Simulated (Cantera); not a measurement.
Input (Python, Cantera):

```python
import numpy as np
import cantera as ct

gas = ct.Solution("h2o2.yaml")
gas.TPX = 925, 1333, {'H2': 0.062, 'O2': 1, 'N2': 0.63}
reactor = ct.IdealGasConstPressureReactor(gas, energy="off", clone=False)
net = ct.ReactorNet([reactor])
net.rtol, net.atol = 1e-08, 1e-18
show = ['H2', 'O2', 'HO2', 'H', 'H2O2']
times = np.geomspace(0.0002, 20, 12)

steps = ct.SolutionArray(gas, extra=["t"])
rows = []
print(f"{'t/s':>10s}{'T/K':>9s}{'P/Pa':>11s}" + "".join(f"{s:>11s}" for s in show))
for t in times:
    while net.time < t:
        t_next = net.step()
        steps.append(gas.state, t=t_next)
    rows.append([np.interp(t, steps.t, y) for y in (steps.T, steps.P, *steps(*show).X.T)])
    print(f"{t:10.3e}{rows[-1][0]:9.1f}{rows[-1][1]:11.4g}" + "".join(f"{x:11.3e}" for x in rows[-1][2:]))
rate = np.gradient(steps.T, steps.t)
print("integrator steps:", len(steps.t))
if steps.T.max() > steps.T[0] + 200:
    print(f"time of steepest temperature rise: {steps.t[rate.argmax()]:.4e} s")
gas.TPX = 925, 1333, {'H2': 0.062, 'O2': 1, 'N2': 0.63}
gas.equilibrate("TP")
print(f"equilibrium (TP): T = {gas.T:.1f} K  " + "  ".join(f"{s} {gas[s].X[0]:.3e}" for s in show))
```

It prints:

```
       t/s      T/K       P/Pa         H2         O2        HO2          H       H2O2
 2.000e-04    925.0       1333  3.664e-02  5.910e-01  4.599e-12  3.887e-12  6.412e-17
 5.696e-04    925.0       1333  3.664e-02  5.910e-01  1.327e-11  1.119e-11  5.246e-16
 1.622e-03    925.0       1333  3.664e-02  5.910e-01  4.009e-11  6.078e-11  4.394e-15
 4.620e-03    925.0       1333  3.664e-02  5.910e-01  3.273e-10  3.395e-09  5.675e-14
 1.316e-02    925.0       1333  3.588e-02  5.905e-01  4.147e-06  2.526e-04  5.092e-09
 3.748e-02    925.0       1333  7.218e-04  5.796e-01  5.220e-06  2.129e-03  9.302e-08
 1.067e-01    925.0       1333  7.725e-05  5.829e-01  2.343e-06  6.431e-05  5.753e-08
 3.040e-01    925.0       1333  9.697e-06  5.833e-01  7.237e-07  2.457e-06  3.665e-08
 8.658e-01    925.0       1333  1.235e-06  5.834e-01  1.719e-07  1.245e-07  1.866e-08
 2.466e+00    925.0       1333  1.500e-07  5.834e-01  3.804e-08  8.961e-09  8.073e-09
 7.022e+00    925.0       1333  2.049e-08  5.834e-01  9.341e-09  9.248e-10  3.311e-09
 2.000e+01    925.0       1333  4.094e-09  5.834e-01  2.618e-09  1.255e-10  1.349e-09
integrator steps: 1622
equilibrium (TP): T = 925.0 K  H2 3.329e-12  O2 5.834e-01  HO2 1.137e-10  H 4.142e-15  H2O2 3.287e-12
```

Model: the H2/O2 subset of GRI-Mech 3.0, which has no nitrogen chemistry, integrated in Cantera. Radical loss at walls, strong at low pressure, is not modelled. Below about 950 K walls govern HO2 and H2O2 in real vessels. The temperature is held fixed by assumption; the heat of reaction is taken as removed at once.
